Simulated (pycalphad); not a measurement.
CALPHAD calculation (pycalphad, COST 507 light-alloy database (1999)), 1 atm. The data set is of 1999 and partly superseded.

Molar enthalpy of Al-7.26Si-2.03Fe (at.%) in equilibrium (SER reference):

| T (K) | H (kJ/mol) | phases |
|---|---|---|
| 1850 | 57.78 | LIQUID |
| 1750 | 54.61 | LIQUID |
| 1650 | 51.45 | LIQUID |
| 1550 | 48.29 | LIQUID |
| 1450 | 45.13 | LIQUID |
| 1350 | 41.97 | LIQUID |
| 1250 | 38.82 | LIQUID |
| 1150 | 35.68 | LIQUID |
| 1050 | 32.53 | LIQUID |
| 1000 | 30.96 | LIQUID |
| 950 | 28.97 | LIQUID + ALFESI_ALPHA |
| 850 | 18.66 | FCC_A1 + LIQUID + ALFESI_BETA |
| 800 | 11.60 | FCC_A1 + ALFESI_BETA + DIAMOND_A4 |
| 750 | 9.95 | FCC_A1 + ALFESI_BETA + DIAMOND_A4 |
| 650 | 6.88 | FCC_A1 + ALFESI_BETA + DIAMOND_A4 |
| 550 | 4.04 | FCC_A1 + ALFESI_BETA + DIAMOND_A4 |

Cooling from 1000 K to 800 K, across the freezing range, releases 19.4 kJ/mol, or 701 J/g. The slope is 31 J/(mol K) in the liquid and 33 J/(mol K) just below the solidus, where it includes any heat of precipitation. Liquidus 968 K, solidus 849 K. Changes were sought between steps of 50 K, so a narrower field can be missed.

Database names, with the compositions (at.%) that they take in these runs: ALFESI_ALPHA: Al 73 Fe 19 Si 8; ALFESI_BETA: Al 70 Si 15 Fe 15. FCC_A1 is fcc; DIAMOND_A4 is diamond (Si).
